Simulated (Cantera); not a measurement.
Source: NASA polynomial tables (part measured, part estimated), evaluated in Cantera. Values are per mole of reaction as written; species without (g) are pure solids or liquids, kept so even where they would boil at 1 bar.

2 O3(g) + 3 CaS = 3 Ca(g) + 3 SO2(g)

```
T (K)  ΔH° (kJ)  ΔS° (J/K)  ΔG° (kJ)  log10 K
-----  --------  ---------  --------  -------
300       778.9      561.2     610.5  -106.30
1925        ___        ___       ___      ___
2025      689.8      469.2    -260.4     6.72
2125        ___        ___       ___      ___
2225        ___        ___       ___      ___
2325      665.1      457.9    -399.4     8.97
2425      655.9      454.0    -445.0     9.59
2525        ___        ___       ___      ___
```

Task: What belongs in the gaps?

Result: 
- 1925, ΔH° (kJ): 697.1
- 1925, ΔS° (J/K): 472.9
- 1925, ΔG° (kJ): -213.3
- 1925, log10 K: 5.79
- 2125, ΔH° (kJ): 682.1
- 2125, ΔS° (J/K): 465.5
- 2125, ΔG° (kJ): -307.1
- 2125, log10 K: 7.55
- 2225, ΔH° (kJ): 673.8
- 2225, ΔS° (J/K): 461.7
- 2225, ΔG° (kJ): -353.5
- 2225, log10 K: 8.30
- 2525, ΔH° (kJ): 646.3
- 2525, ΔS° (J/K): 450.1
- 2525, ΔG° (kJ): -490.2
- 2525, log10 K: 10.14
